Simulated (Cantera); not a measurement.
Input: 1 mol MgCO3, 0.56 mol SO2, 0.084 mol CO2, equilibrated at 1198 K and 2.00 bar.

Method: chemical equilibrium by Gibbs-energy minimisation in Cantera with the NASA 1993 tables (ideal gas, pure condensed phases). Candidate condensed phases: C, Mg, MgCO3, MgO, MgS, MgSO4, S; 26 gas species. The numbers say what is thermodynamically allowed, not how fast it happens.

**Question.** What is the equilibrium state?

**Answer.** 
```
Property                                   Result
--------------------------------------  ---------
x(CO2)                                      0.659
x(SO2)                                      0.341
x(SO3)                                    3.16e-5
x(CO)                                     3.09e-5
n(MgO(s))                                1.00 mol
gas amount                              1.644 mol
log10 activity of S(l) (absent)             -6.01
log10 activity of C(graphite) (absent)     -10.25
log10 activity of Mg(l) (absent)           -17.05
```
